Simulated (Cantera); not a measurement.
Cantera with NASA thermochemical tables; ideal gases at 1 bar, condensed phases pure. Values are per mole of reaction as written; species without (g) are pure solids or liquids, kept so even where they would boil at 1 bar.

**Question.** Between 1825 and 2825 K, where is each reaction favourable under standard conditions?
- 10 N2O(g) + P4(g) ⇌ P4O10(g) + 10 N2(g)

**Answer.** 
- 10 N2O(g) + P4(g) ⇌ P4O10(g) + 10 N2(g): ΔG° is -3507 kJ at 1825 K and -3358 kJ at 2825 K; it stays negative (K > 1). ΔH° is -3786 kJ and ΔS° -152 J/K at 2825 K.
